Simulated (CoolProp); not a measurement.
A simple Rankine cycle with R236FA: condensing at 313.15 K, boiler at 2.65 MPa, turbine inlet 399 K, turbine efficiency 0.75, pump efficiency 0.7, no recuperator. Each further row changes one setting.

The numbers come from the reference Helmholtz-energy equation of state, Pan 2012 in CoolProp.

```
case                             thermal efficiency (%)  net work (kJ/kg)  heat in (kJ/kg)  turbine exit temperature (K)  volume ratio over the turbine
-------------------------------  ----------------------  ----------------  ---------------  ----------------------------  -----------------------------
as stated                                          10.1              18.8              186                         345.7                           7.92
condensing temperature 305.15 K                    11.2               [?]              196                         340.9                           10.2
boiler pressure 1.85 MPa                            8.7              17.6              201                           [?]                           4.70
turbine efficiency 0.65                             [?]               [?]              186                         348.7                           8.01
```

Problem. What belongs in the gaps?

Solution. 
- condensing temperature 305.15 K, net work (kJ/kg): 21.9
- boiler pressure 1.85 MPa, turbine exit temperature (K): 363.3
- turbine efficiency 0.65, thermal efficiency (%): 8.6
- turbine efficiency 0.65, net work (kJ/kg): 16.0
